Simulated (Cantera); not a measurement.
Cantera run:

```python
import numpy as np
import cantera as ct

gas_names = """
    H HNO HNO2 HNO3 HO2 H2 H2O H2O2 H2S H2SO4 N NH NH2 NH3 NH2OH NO NO2 NO3 N2 N2H2 N2H4 N2O O OH O2 O3
    S SH SN SO SO2 SO3 S2 S2O S8
""".split()
cond_names = """
    H2O(s) H2O(L) H2SO4(L) S(cr1) S(cr2) S(L)
""".split()


# ... load() reads the species with a 1 bar reference pressure and builds the phases ...
atoms = {
    'H2S': {'H': 2, 'S': 1},
    'O2': {'O': 2},
    'N2': {'N': 2},
}
top_T = {}  # K; cautious upper limits of use, not melting points


# ... equilibrate(T, P, feed) seeds the gas with the atoms and calls Mixture.equilibrate('TP', solver="vcs", rtol=1e-11, max_steps=5000) ...
results = []
feed = {'H2S': 1, 'O2': 1.6, 'N2': 47}  # mol
P = 101325  # Pa
for T in [1748, 1848, 1948, 2048, 2148, 2248, 2348, 2448, 2548, 2648, 2748, 2848, 2948, 3048]:
    mix = equilibrate(T, P, feed)
    results.append((T, P, feed, dict(zip(mix.species_names, mix.species_moles))))

top = {s: max(r[3][s] / sum(r[3][g] for g in gas_names) for r in results) for s in gas_names}
cols = sorted((s for s in top if top[s] > 0.0001), key=lambda s: -top[s])[:7]
seen = [c for c in cond_names if any(r[3].get(c, 0) > 1e-12 for r in results)]
print("log10 of partial pressures in bar; condensed amounts in mol")
print(f"{'T/K':>10s}" + "".join(f"{s[:9]:>10s}" for s in cols + seen))
for T, P, feed, n in results:
    ng = sum(n[g] for g in gas_names)
    print(f"{T:10.4g}" + "".join(f"{np.log10(max(n[s] / ng * P / 1e5, 1e-99)):10.3f}" for s in cols)
          + "".join(f"{n.get(c, 0):10.4g}" for c in seen))
```

It prints:

```
log10 of partial pressures in bar; condensed amounts in mol
       T/K        N2       SO2       H2O         H        SO         O        NO
      1748    -0.013    -1.686    -1.686    -6.045    -5.285    -5.499    -3.441
      1848    -0.013    -1.686    -1.688    -5.473    -4.790    -5.095    -3.300
      1948    -0.013    -1.686    -1.690    -4.959    -4.345    -4.733    -3.176
      2048    -0.014    -1.688    -1.694    -4.497    -3.945    -4.405    -3.062
      2148    -0.014    -1.691    -1.701    -4.081    -3.590    -4.102    -2.955
      2248    -0.014    -1.697    -1.712    -3.708    -3.278    -3.817    -2.848
      2348    -0.014    -1.708    -1.729    -3.376    -3.009    -3.545    -2.739
      2448    -0.015    -1.724    -1.755    -3.081    -2.780    -3.285    -2.628
      2548    -0.016    -1.749    -1.789    -2.818    -2.586    -3.037    -2.519
      2648    -0.017    -1.784    -1.837    -2.585    -2.422    -2.804    -2.414
      2748    -0.019    -1.831    -1.899    -2.377    -2.286    -2.586    -2.316
      2848    -0.021    -1.894    -1.979    -2.195    -2.176    -2.387    -2.228
      2948    -0.023    -1.974    -2.082    -2.036    -2.091    -2.205    -2.151
      3048    -0.026    -2.076    -2.210    -1.900    -2.031    -2.043    -2.086
```

Equilibrium computed with Cantera from the NASA thermochemical tables; the gas is ideal and each condensed phase is pure.
